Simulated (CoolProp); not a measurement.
A single-stage vapour-compression cycle with R13: evaporating at 205.15 K (dew point), condensing at 234.15 K (bubble point), superheat 0 K, subcooling 8 K, compressor efficiency 0.9, no pressure losses. Each further row changes one setting.

Computed with CoolProp (reference Helmholtz-energy equation of state, Platzer 1990). This equation is an older, rougher fit; its heat capacities, sound speeds and derivatives of the liquid may be far off and weren't checked against measurements.

```tsv
case	cooling COP	pressure ratio	discharge temperature (K)	refrigerating effect (kJ/kg)	volumetric capacity (kJ/m³)
as stated	5.86	3.17	250.4	123	1580
evaporating temperature 210.15 K	7.40	2.53	247.0	125	1990
condensing temperature 229.15 K	7.25	2.66	…	128	1650
subcooling 13 K	6.08	3.17	250.4	128	1650
superheat 10 K	…	3.17	260.8	128	1560
compressor efficiency 0.8	5.20	3.17	…	123	1580
```

Problem. Some entries are withheld; supply them.

Solution. 
- condensing temperature 229.15 K, discharge temperature (K): 243.1
- superheat 10 K, cooling COP: 5.78
- compressor efficiency 0.8, discharge temperature (K): 254.3
